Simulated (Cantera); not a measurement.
What does this Cantera script print?

```python
import numpy as np
import cantera as ct

gas_names = """
    C CH CH2 CH3 CH2OH CH3O CH4 CH3OH CN CO CO2 COOH C2 C2H CHCO,ketyl C2H2,acetylene C2H2,vinylidene
    CH2CO,ketene C2H3,vinyl CH3CN CH3CO,acetyl C2H4 C2H4O,ethylen CH3CHO,ethanal CH3COOH (HCOOH)2 C2H5
    C2H6 CH3OCH3 C2H5OH CCN CNC C2N2 C2O C3 C3H3,propargyl C3H4,allene C3H4,propyne C3H4,cyclo-
    C3H5,allyl C3H6,propylene C3H6,cyclo- C3H6O C3H7,n-propyl C3H7,i-propyl C3H8 C3H8O,1propanol
    C3H8O,2propanol C3O2 C4 C4H2 C4H4,1,3-cyclo- C4H6,butadiene C4H6,2-butyne C4H6,cyclo- C4H8,1-butene
    C4H8,cis2-buten C4H8,tr2-butene C4H8,isobutene C4H8,cyclo- (CH3COOH)2 C4H9,n-butyl C4H9,i-butyl
    C4H9,s-butyl C4H9,t-butyl C4H10,isobutane C4H10,n-butane C4N2 C5 C5H6,1,3cyclo- C5H8,cyclo-
    C5H10,1-pentene C5H10,cyclo- C5H11,pentyl C5H11,t-pentyl C5H12,n-pentane C5H12,i-pentane
    CH3C(CH3)2CH3 C6H2 C6H5,phenyl C6H5O,phenoxy C6H6 C6H5OH,phenol C6H10,cyclo- C6H12,1-hexene
    C6H12,cyclo- C6H13,n-hexyl C7H7,benzyl C7H8 C7H8O,cresol C7H14,1-heptene C7H15,n-heptyl
    C7H16,n-heptane C8H8,styrene C8H10,ethylbenz C8H16,1-octene C8H17,n-octyl C8H18,isooctane
    C8H18,n-octane C9H19,n-nonyl C10H8,naphthale C10H21,n-decyl C12H9,o-bipheny C12H10,bipheny H HCN HCO
    HCCN HNC HNCO HNO HNO2 HNO3 HO2 H2 HCHO,formaldehy HCOOH H2O H2O2 N NCO NH NH2 NH3 NH2OH NO NO2 NO3
    N2 N2H2 N2H4 N2O O OH O2 O3
""".split()
cond_names = """
    C(gr) C6H6(L) C7H8(L) C8H18(L),n-octa H2O(s) H2O(L)
""".split()


def load(file, names, dense=False):
    # The tables refer to 1 bar. Condensed volumes are neglected.
    table = {s.name: s for s in ct.Species.list_from_file(file)}
    out = []
    for n in names:
        d = dict(table[n].input_data)
        d["thermo"] = dict(d["thermo"], **{"reference-pressure": 1e5})
        if dense:
            d["equation-of-state"] = {"model": "constant-volume", "density": "1e6 g/cm^3"}
        out.append(ct.Species.from_dict(d))
    return out


gas = ct.Solution(thermo="ideal-gas", species=load("nasa_gas.yaml", gas_names))
cond = {s.name: ct.Solution(thermo="fixed-stoichiometry", species=[s], name=s.name)
        for s in load("nasa_condensed.yaml", cond_names, dense=True)}
atoms = {
    'CH3OH': {'C': 1, 'H': 4, 'O': 1},
    'CO2': {'C': 1, 'O': 2},
    'N2': {'N': 2},
}
top_T = {'C(gr)': 4500}  # K; cautious upper limits of use, not melting points


def equilibrate(T, P, feed):
    n = {}
    for name, mol in feed.items():
        for a, k in atoms[name].items():
            n[a] = n.get(a, 0.0) + k * mol
    gas.TPX = T, P, n
    mass = sum(n.values()) * gas.mean_molecular_weight
    gas.equilibrate("TP")
    valid = [c for c in cond.values() if c.min_temp <= T <= top_T.get(c.name, c.max_temp)]
    mix = ct.Mixture([(gas, mass / gas.mean_molecular_weight)] + [(c, 0.0) for c in valid])
    mix.T, mix.P = T, P
    mix.equilibrate("TP", solver="vcs", rtol=1e-11, max_steps=5000)
    return mix


results = []
T = 1150  # K
P = 1000  # Pa
for m in [0.096, 0.2, 0.3, 0.4, 0.5, 0.6, 0.7, 0.8, 0.9, 1]:
    feed = {'CH3OH': 1, 'CO2': m, 'N2': 6}  # mol
    mix = equilibrate(T, P, feed)
    results.append((T, P, feed, dict(zip(mix.species_names, mix.species_moles))))

top = {s: max(r[3][s] / sum(r[3][g] for g in gas_names) for r in results) for s in gas_names}
cols = sorted((s for s in top if top[s] > 0.0001), key=lambda s: -top[s])[:6]
seen = [c for c in cond_names if any(r[3].get(c, 0) > 1e-12 for r in results)]
print("log10 of partial pressures in bar; condensed amounts in mol")
print(f"{'n(CO2)':>10s}" + "".join(f"{s[:9]:>10s}" for s in cols + seen))
for T, P, feed, n in results:
    ng = sum(n[g] for g in gas_names)
    print(f"{feed['CO2']:10.4g}" + "".join(f"{np.log10(max(n[s] / ng * P / 1e5, 1e-99)):10.3f}" for s in cols)
          + "".join(f"{n.get(c, 0):10.4g}" for c in seen))
```

Output:

```
log10 of partial pressures in bar; condensed amounts in mol
    n(CO2)        N2        H2        CO       H2O       CO2
     0.096    -2.181    -2.672    -2.931    -4.142    -4.476
       0.2    -2.186    -2.693    -2.910    -3.842    -4.134
       0.3    -2.190    -2.711    -2.892    -3.683    -3.939
       0.4    -2.195    -2.730    -2.876    -3.575    -3.797
       0.5    -2.200    -2.748    -2.863    -3.495    -3.685
       0.6    -2.204    -2.766    -2.850    -3.433    -3.592
       0.7    -2.209    -2.783    -2.840    -3.382    -3.513
       0.8    -2.213    -2.800    -2.830    -3.340    -3.445
       0.9    -2.217    -2.817    -2.822    -3.304    -3.384
         1    -2.222    -2.833    -2.815    -3.274    -3.330
```

Equilibrium computed with Cantera from the NASA thermochemical tables; the gas is ideal and each condensed phase is pure.
